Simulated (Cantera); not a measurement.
**Equilibrium for hydrogen reduction and annealing atmospheres: Nb2O5 + H2 + H2O**

Feed: 1 mol Nb2O5, 2600 mol H2, 0.55 mol H2O, at 34.0 Pa.

Cantera equilibrium calculation (NASA polynomials, part measured and part estimated; ideal gas, pure solids and liquids). Candidate condensed phases: H2O, Nb, NbO, NbO2, Nb2O5; 12 gas species. Mutual solubility and eutectic melting of coexisting phases are not modelled. NbO: taken at fixed stoichiometry. Condensed phases not in the tables: the oxides between NbO2 and Nb2O5. The numbers say what is thermodynamically allowed, not how fast it happens.

From 1150 K to 1350 K the condensed part is NbO2(s). From 1375 K to 1475 K the condensed part is NbO(s) + NbO2(s).

```json
[
 {"T (K)": "1150", "log p H2": "-3.47", "log p H2O": "-6.69", "log p H": "-8.86", "log p NbO2": "<-15", "log p OH": "-14.30", "log p NbO": "<-15", "n NbO2(s)": "2.00", "n NbO(s)": "0"},
 {"T (K)": "1175", "log p H2": "-3.47", "log p H2O": "-6.69", "log p H": "-8.65", "log p NbO2": "<-15", "log p OH": "-14.03", "log p NbO": "<-15", "n NbO2(s)": "2.00", "n NbO(s)": "0"},
 {"T (K)": "1200", "log p H2": "-3.47", "log p H2O": "-6.69", "log p H": "-8.44", "log p NbO2": "-15.14", "log p OH": "-13.76", "log p NbO": "<-15", "n NbO2(s)": "2.00", "n NbO(s)": "0"},
 {"T (K)": "1225", "log p H2": "-3.47", "log p H2O": "-6.69", "log p H": "-8.24", "log p NbO2": "-14.63", "log p OH": "-13.51", "log p NbO": "<-15", "n NbO2(s)": "2.00", "n NbO(s)": "0"},
 {"T (K)": "1250", "log p H2": "-3.47", "log p H2O": "-6.69", "log p H": "-8.05", "log p NbO2": "-14.15", "log p OH": "-13.26", "log p NbO": "<-15", "n NbO2(s)": "2.00", "n NbO(s)": "0"},
 {"T (K)": "1275", "log p H2": "-3.47", "log p H2O": "-6.69", "log p H": "-7.87", "log p NbO2": "-13.68", "log p OH": "-13.03", "log p NbO": "<-15", "n NbO2(s)": "2.00", "n NbO(s)": "0"},
 {"T (K)": "1300", "log p H2": "-3.47", "log p H2O": "-6.69", "log p H": "-7.69", "log p NbO2": "-13.23", "log p OH": "-12.80", "log p NbO": "-15.41", "n NbO2(s)": "2.00", "n NbO(s)": "0"},
 {"T (K)": "1325", "log p H2": "-3.47", "log p H2O": "-6.69", "log p H": "-7.52", "log p NbO2": "-12.80", "log p OH": "-12.58", "log p NbO": "-14.87", "n NbO2(s)": "2.00", "n NbO(s)": "0"},
 {"T (K)": "1350", "log p H2": "-3.47", "log p H2O": "-6.69", "log p H": "-7.36", "log p NbO2": "-12.39", "log p OH": "-12.37", "log p NbO": "-14.35", "n NbO2(s)": "2.00", "n NbO(s)": "0"},
 {"T (K)": "1375", "log p H2": "-3.47", "log p H2O": "-6.64", "log p H": "-7.20", "log p NbO2": "-11.99", "log p OH": "-12.12", "log p NbO": "-13.90", "n NbO2(s)": "1.81", "n NbO(s)": "0.195"},
 {"T (K)": "1400", "log p H2": "-3.47", "log p H2O": "-6.57", "log p H": "-7.05", "log p NbO2": "-11.61", "log p OH": "-11.85", "log p NbO": "-13.49", "n NbO2(s)": "1.48", "n NbO(s)": "0.518"},
 {"T (K)": "1425", "log p H2": "-3.47", "log p H2O": "-6.50", "log p H": "-6.90", "log p NbO2": "-11.24", "log p OH": "-11.59", "log p NbO": "-13.10", "n NbO2(s)": "1.12", "n NbO(s)": "0.885"},
 {"T (K)": "1450", "log p H2": "-3.47", "log p H2O": "-6.43", "log p H": "-6.76", "log p NbO2": "-10.89", "log p OH": "-11.34", "log p NbO": "-12.72", "n NbO2(s)": "0.701", "n NbO(s)": "1.30"},
 {"T (K)": "1475", "log p H2": "-3.47", "log p H2O": "-6.36", "log p H": "-6.62", "log p NbO2": "-10.54", "log p OH": "-11.10", "log p NbO": "-12.35", "n NbO2(s)": "0.235", "n NbO(s)": "1.76"}
]
```
log p: log10 of the partial pressure in bar; n: condensed amount in mol.
